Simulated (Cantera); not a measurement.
A Cantera script and its output.

```python
import numpy as np
import cantera as ct

gas = ct.Solution("h2o2.yaml")
gas.TPX = 1275, 340, {'H2': 0.19, 'O2': 1}
reactor = ct.IdealGasConstPressureReactor(gas, energy="off", clone=False)
net = ct.ReactorNet([reactor])
net.rtol, net.atol = 1e-08, 1e-18
show = ['H2', 'O2', 'H', 'H2O2', 'O', 'HO2', 'H2O']
times = np.geomspace(0.001, 8, 9)

steps = ct.SolutionArray(gas, extra=["t"])
rows = []
print(f"{'t/s':>10s}{'T/K':>9s}{'P/Pa':>11s}" + "".join(f"{s:>11s}" for s in show))
for t in times:
    while net.time < t:
        t_next = net.step()
        steps.append(gas.state, t=t_next)
    rows.append([np.interp(t, steps.t, y) for y in (steps.T, steps.P, *steps(*show).X.T)])
    print(f"{t:10.3e}{rows[-1][0]:9.1f}{rows[-1][1]:11.4g}" + "".join(f"{x:11.3e}" for x in rows[-1][2:]))
rate = np.gradient(steps.T, steps.t)
print("integrator steps:", len(steps.t))
if steps.T.max() > steps.T[0] + 200:
    print(f"time of steepest temperature rise: {steps.t[rate.argmax()]:.4e} s")
gas.TPX = 1275, 340, {'H2': 0.19, 'O2': 1}
gas.equilibrate("TP")
print(f"equilibrium (TP): T = {gas.T:.1f} K  " + "  ".join(f"{s} {gas[s].X[0]:.3e}" for s in show))
```

Output:

```
       t/s      T/K       P/Pa         H2         O2          H       H2O2          O        HO2        H2O
 1.000e-03   1275.0        340  1.597e-01  8.403e-01  9.776e-07  3.585e-10  8.153e-07  1.195e-07  1.674e-06
 3.075e-03   1275.0        340  1.416e-01  8.292e-01  6.928e-03  1.266e-08  5.798e-03  8.281e-07  1.274e-02
 9.457e-03   1275.0        340  6.380e-03  7.365e-01  4.609e-02  5.549e-08  7.514e-02  1.595e-06  1.252e-01
 2.908e-02   1275.0        340  6.072e-03  7.427e-01  4.182e-02  5.738e-08  7.018e-02  1.616e-06  1.288e-01
 8.944e-02   1275.0        340  5.156e-03  7.593e-01  3.082e-02  6.231e-08  5.676e-02  1.659e-06  1.383e-01
 2.751e-01   1275.0        340  2.941e-03  7.915e-01  1.201e-02  6.834e-08  2.993e-02  1.624e-06  1.561e-01
 8.459e-01   1275.0        340  6.692e-04  8.185e-01  1.220e-03  5.185e-08  6.490e-03  1.054e-06  1.695e-01
 2.601e+00   1275.0        340  7.826e-05  8.252e-01  4.814e-05  2.101e-08  7.519e-04  2.987e-07  1.727e-01
 8.000e+00   1275.0        340  1.047e-05  8.262e-01  2.356e-06  6.791e-09  1.006e-04  6.108e-08  1.732e-01
integrator steps: 1372
equilibrium (TP): T = 1275.0 K  H2 1.819e-07  O2 8.265e-01  H 5.427e-09  H2O2 4.149e-10  O 1.752e-06  HO2 2.613e-08  H2O 1.735e-01
```

Model: the H2/O2 subset of GRI-Mech 3.0, which has no nitrogen chemistry, integrated in Cantera. Radical loss at walls, strong at low pressure, is not modelled. The temperature is held fixed by assumption; the heat of reaction is taken as removed at once.
